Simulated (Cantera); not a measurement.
Charge: 1 mol NaOH, 0.1 mol CO2, 2 mol H2O, held at 1800 K and 39.0 Pa.

Cantera equilibrium calculation (NASA polynomials, part measured and part estimated; ideal gas, pure solids and liquids). Equilibrium is a limit: real reactors are often held back by kinetics, nucleation or transport.

```csv
species,before,after
CO2,0.0251,0.387
H2O,0.632,0.377
Na,0.241,0.147
CO,0.00105,0.0187
NaOH,0.0203,0.00893
O2,0.0616,0.0465
NaO,0.000221,0.000117
H2,0.00694,0.00477
OH,0.00908,0.00654
H,0.00151,0.00125
O,0.00153,0.00133
```
Gas species are given as mole fractions.

### Question
Name the change that produced these shifts.
A) CO2 from 0.1 to 2.6 mol
B) H2O from 2 to 0.053 mol
C) temperature from 1800 K to 823 K
D) H2O from 2 to 0.036 mol

### Answer
A, CO2 from 0.1 to 2.6 mol
